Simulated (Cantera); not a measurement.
Feed: 1 mol Si, 0.013 mol O₂, 12 mol H₂, 0.014 mol CO₂, held at 1450 K and 30.0 Pa.

Cantera equilibrium calculation (NASA polynomials, part measured and part estimated; ideal gas, pure solids and liquids). Candidate condensed phases: C, C₆H₆, C₇H₈, C₈H₁₈, H₂O, Si, SiC, SiO₂; 123 gas species. Mutual solubility and eutectic melting of coexisting phases are not modelled. Equilibrium is a limit: real reactors are often held back by kinetics, nucleation or transport.

Base state: H₂ 0.995, SiO 0.00438, H 0.000545, CO 9.84e-5, Si 1.03e-5 (mole fractions); condensed: Si(s) + SiC(s).

**Question.** What changes in the equilibrium state with this change: Si replaced by Si₃N₄?

**Answer.** 
```
species           before     after
--------------  --------  --------
H₂                 0.995     0.942
N₂                     0    0.0570
SiO              0.00438  0.000820
CO               9.84e-5   1.84e-5
H               0.000545  0.000530
Si               1.03e-5   1.03e-5
Si(s), mol         0.934      1.04
SiC(s), mol       0.0128    0.0138
Si₂N₂O(s), mol         0    0.0433
Si₃N₄(s), mol          0     0.615
```
Further candidate phases: Si₂N₂O, Si₃N₄.

**Question.** What changes in the equilibrium state with this change: temperature from 1450 K to 1600 K?

**Answer.** 
```json
[
 {"species": "H₂", "before": "0.995", "after": "0.992"},
 {"species": "SiO", "before": "0.00438", "after": "0.00431"},
 {"species": "H", "before": "0.000545", "after": "0.00313"},
 {"species": "Si", "before": "1.03e-5", "after": "0.000325"},
 {"species": "SiH", "before": "7.04e-7", "after": "1.22e-5"},
 {"species": "CO", "before": "9.84e-5", "after": "0.000164"},
 {"species": "Si(s), mol", "before": "0.934", "after": "0.932"},
 {"species": "SiC(s), mol", "before": "0.0128", "after": "0.0120"}
]
```
